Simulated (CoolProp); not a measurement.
Vapour-liquid equilibrium of R113 (1) + acetone (2) at 334 K; x and y are mole fractions of (1).

Values from CoolProp's multi-fluid Helmholtz-energy mixture model, Marx 1992 and Lemmon 2006; pair parameters Bell 2016.

| x | bubble pressure (MPa) | y at the bubble point | dew pressure at overall composition x (MPa) | liquid density (mol/L) |
|---|---|---|---|---|
| 0.05 | 0.1297 | 0.122 | 0.1232 | 12.41 |
| 0.2 | 0.1521 | 0.345 | 0.1372 | 11.38 |
| 0.35 | 0.1646 | 0.472 | 0.1526 | 10.49 |
| 0.5 | 0.1711 | 0.565 | 0.1669 | 9.721 |
| 0.65 | 0.1733 | 0.651 | 0.1733 | 9.064 |
| 0.8 | 0.1708 | 0.755 | 0.1685 | 8.500 |
| 0.95 | 0.1605 | 0.917 | 0.1580 | 8.016 |

y crosses x between x = 0.65 and 0.8: the model has an azeotrope there.

The pair parameters rest on a limited set of measurements; away from them the model extrapolates.
